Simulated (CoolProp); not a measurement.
Model: reference Helmholtz-energy equation of state, Gao 2022, in CoolProp.

**Question.** For n-perfluorohexane, give the phase and the Joule-Thomson coefficient (K/MPa), isothermal compressibility (1/MPa) at -37.35 °C and 4.5 MPa; -31.05 °C and 4.5 MPa; -5.85 °C and 4.5 MPa.

**Answer.** 
- -37.35 °C and 4.5 MPa: liquid; Joule-Thomson coefficient -0.374, isothermal compressibility 0.00138
- -31.05 °C and 4.5 MPa: liquid; Joule-Thomson coefficient -0.368, isothermal compressibility 0.00145
- -5.85 °C and 4.5 MPa: liquid; Joule-Thomson coefficient -0.339, isothermal compressibility 0.00180
